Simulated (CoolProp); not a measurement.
A Linde-Hampson liquefier for ethylene: isothermal reversible compression at 320 K from 1 atm to 5 MPa, throttling to 1 atm, return gas leaving the recuperator 0 K below the feed. Each further row changes one setting.

Values from CoolProp's reference Helmholtz-energy equation of state, Smukala 2000.

```json
[
 {"case": "as stated", "liquid yield per pass": "0.121", "compression work (kJ/kg of gas)": "347"},
 {"case": "high pressure 10 MPa", "liquid yield per pass": "0.320", "compression work (kJ/kg of gas)": "386"},
 {"case": "warm-end temperature 350 K", "liquid yield per pass": "[?]", "compression work (kJ/kg of gas)": "[?]"},
 {"case": "warm-end gap 5 K", "liquid yield per pass": "[?]", "compression work (kJ/kg of gas)": "347"}
]
```

Problem. Complete the blanks.

Solution. 
- warm-end temperature 350 K, liquid yield per pass: 0.087
- warm-end temperature 350 K, compression work (kJ/kg of gas): 387
- warm-end gap 5 K, liquid yield per pass: 0.110
